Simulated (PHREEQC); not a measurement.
A PHREEQC input (ion-association model, phreeqc.dat):

```
SOLUTION 1
  temp 25
  units mg/L
  pH 6.68
  pe -0.7
  Na 3720
  K 64.7
  Ca 159
  Mg 344
  Cl 6050
  S(6) 1510 as SO4
  Alkalinity 0.61 as HCO3 charge
  Mn(2) 2.71
  Br 184
  Sr 15.3
END
USE solution 1
EQUILIBRIUM_PHASES 1
  Quartz 0 0.5
  CO2(g) -2 10
END
```

It stops with these messages:

```
ERROR: Alkalinity cannot be used with charge balance or solution phase boundary constraints.
ERROR: Program terminating due to input errors.
```

The fault: charge balance asked on alkalinity. The line should read `as HCO3` where the input has `as HCO3 charge`. With the mend the run ends at pH 5.04 and ionic strength 0.222 mol/kgw.
